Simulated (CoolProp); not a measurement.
Vapour-liquid equilibrium of benzene (1) + n-dodecane (2) at 0.202 MPa; x and y are mole fractions of (1).

Values from CoolProp's multi-fluid Helmholtz-energy mixture model, Thol 2012 and Lemmon 2004; pair parameters Bell 2016.

Question: Give the bubble temperature and the first vapour's composition at x = 0.05, 0.25, 0.65. Is there an azeotrope?

Answer: x = 0.05: 503.4 K, y = 0.319; x = 0.25: 443.3 K, y = 0.882; x = 0.65: 394.9 K, y = 0.989. No azeotrope shows between x = 0.05 and 0.95.

The pair parameters rest on a limited set of measurements; away from them the model extrapolates.
